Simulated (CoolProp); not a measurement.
Computed with CoolProp (reference Helmholtz-energy equation of state, Gao 2022).

### Question
For n-perfluorohexane, give the phase and the speed of sound (m/s) at 176.85 °C and 0.0223 MPa; 176.85 °C and 0.871 MPa.

### Answer
- 176.85 °C and 0.0223 MPa: gas; speed of sound 106
- 176.85 °C and 0.871 MPa: gas; speed of sound 85.4
